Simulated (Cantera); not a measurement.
An isothermal, constant-pressure homogeneous reactor starts with N₂O : H₂ : N₂ = 1 : 0.013 : 2.3 (molar parts), at 1225 K and 10.00 Torr.

Computed with Cantera and GRI-Mech 3.0 (53 species, 325 reactions). GRI-Mech 3.0 was tuned for natural gas; its chemistry of N2O as a main component is partial and can be far from experiment. Radical loss at walls, strong at low pressure, is not modelled. The mechanism lacks the step 2 NO + O2 → 2 NO2, which can matter for NO2 below about 1400 K. The temperature is held fixed by assumption; the heat of reaction is taken as removed at once.

x: mole fraction; the columns are a selection and need not sum to one.

```
t (s)     x N₂O     x H₂     x H₂O      x NO    x H₂O₂
--------  -----  -------  --------  --------  --------
1.00e-5   0.302  0.00392    <1e-12  1.68e-11    <1e-12
3.48e-5   0.302  0.00392  5.99e-12  2.02e-10    <1e-12
0.000121  0.302  0.00392  2.65e-10   2.39e-9    <1e-12
0.000421  0.302  0.00392   1.21e-8   2.66e-8    <1e-12
0.00146   0.302  0.00392   4.56e-7   2.45e-7    <1e-12
0.00509   0.302  0.00391   1.07e-5   1.61e-6  6.71e-11
0.0177    0.302  0.00377  0.000143   8.92e-6   3.56e-9
0.0615    0.301        ?   0.00103   4.15e-5   2.22e-8
0.214     0.298        ?   0.00290  0.000121   1.88e-8
0.744     0.295        ?   0.00380  0.000332   3.94e-9
2.59      0.286        ?   0.00390   0.00108  5.98e-10
9.00      0.260        ?   0.00385   0.00354  1.51e-10
```

Problem. Some entries are withheld; supply them.

Solution. 
- 0.0615, x H₂: 0.00288
- 0.214, x H₂: 0.00100
- 0.744, x H₂: 0.000110
- 2.59, x H₂: 7.32e-7
- 9.00, x H₂: 2.02e-8
